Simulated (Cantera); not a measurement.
An isothermal plug-flow reactor at 675 K and 0.247 atm (inlet), inlet velocity 0.35 m/s, active area per volume 110 1/m; feed 0.272 % CO, 15.1 % O2, 79.6 % N2, 5.04 % H2O, equivalence ratio 0.0090.

Detailed kinetics in Cantera: Deutschmann's 1995 Pt surface mechanism with GRI-Mech 3.0 gas chemistry. Catalytic surfaces can have several steady states; this one follows from the mechanism file's or the stated starting coverage. Mass transfer to the wall is taken as infinitely fast.

Predict: x(CO) at z = 0.032 m; x(O2) at z = 0.032 m; x(H2O) at z = 0.032 m; x(CO2) at z = 0.032 m; θ(free Pt) at the exit; θ(O*) at the exit; θ(OH*) at the exit.


* **x(CO) at z = 0.032 m**: 0.00217
* **x(O2) at z = 0.032 m**: 0.151
* **x(H2O) at z = 0.032 m**: 0.0504
* **x(CO2) at z = 0.032 m**: 0.000552
* **θ(free Pt) at the exit**: 0.00851
* **θ(O*) at the exit**: 0.989
* **θ(OH*) at the exit**: 0.00240
